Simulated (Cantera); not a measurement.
Charge: 1 mol Fe3O4, 1.6 mol C, 0.29 mol CO, at 1977 °C and 1.33 mbar.

Method: chemical equilibrium by Gibbs-energy minimisation in Cantera with the NASA 1993 tables (ideal gas, pure condensed phases). Candidate condensed phases: C, Fe, Fe(CO)5, FeO, Fe2O3, Fe3O4; 15 gas species. The tables' stoichiometric FeO is somewhat more stable than real wüstite, so its field is too wide. FeO: taken at fixed stoichiometry. Kinetics and transport are ignored.

Base state: Fe 0.419, CO 0.288, CO2 0.198, FeO 0.0533, O2 0.0253, O 0.0161 (mole fractions); condensed: FeO(l).

Problem. What changes in the equilibrium state with this change: Fe3O4 replaced by MgO?

Solution. 
```tsv
species	before	after
CO	0.288	0.563
Mg	0	0.437
CO2	0.198	3.78e-9
Fe	0.419	0
FeO	0.0533	0
O2	0.0253	<1e-9
O	0.0161	<1e-9
FeO(l), mol	1.16	0
C(graphite), mol	0	0.600
```
Further candidate phases: Mg, MgCO3, MgO.
